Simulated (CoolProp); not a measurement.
Vapour-liquid equilibrium of n-butane (1) + trans-2-butene (2) at 127 kPa; x and y are mole fractions of (1).

Computed with CoolProp (multi-fluid Helmholtz-energy mixture model, Bücker 2006 and Lemmon 2005; pair parameters Bell 2016).

### Question
Give the bubble temperature and the first vapour's composition at x = 0.25, 0.35, 0.45. Is there an azeotrope?

### Answer
x = 0.25: 6.2 °C, y = 0.265; x = 0.35: 6.0 °C, y = 0.364; x = 0.45: 5.8 °C, y = 0.461. y crosses x between x = 0.85 and 0.95: the model has an azeotrope there.

Pair parameters are fitted to limited data, so mixtures are less certain than the pure fluids.
